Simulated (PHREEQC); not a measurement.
Make-up at 25 °C: 14 mmol/kgw NaBr and 0.027 mmol/kgw H2SeO3. Closed to the air; pH follows from the charge balance.

All values are PHREEQC results (ion-association model, wateq4f.dat), not measurements.

```yaml
pH: 4.62
ionic_strength: 0.0140 mol/kgw
total_alkalinity: -0.0540 meq/kg
```

```csv
species,molality,activity,log γ
Br-,0.0140,0.0124,-0.052
Na+,0.0140,0.0124,-0.051
H+,2.67e-5,2.41e-5,-0.045
HSeO3-,2.67e-5,2.37e-5,-0.052
H2SeO3,3.19e-7,3.20e-7,0.001
SeO3-2,5.01e-9,3.11e-9,-0.207
```

No solid was allowed to form. Species that the database lacks are ignored.
